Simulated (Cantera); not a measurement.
## PbO + H₂ (iron carbonyl, mercury and lead vapours)

Input: 1 mol PbO, 1.7 mol H₂, equilibrated at 1323.15 K and 11.0 Pa.

Cantera equilibrium calculation (NASA polynomials, part measured and part estimated; ideal gas, pure solids and liquids). Candidate condensed phases: H₂O, Pb, PbO, PbO₂, Pb₃O₄; 12 gas species. Rates play no part.

The x(H₂O) comes out as 0.370, the x(Pb) comes out as 0.370 and the x(H₂) is 0.259. The x(H) is 7.72e-5. The x(PbO) comes out as 5.38e-5. The x(OH) is 1.60e-6 and the gas amount comes out as 2.700 mol. The log10 activity of Pb(l) (absent) is -1.94.
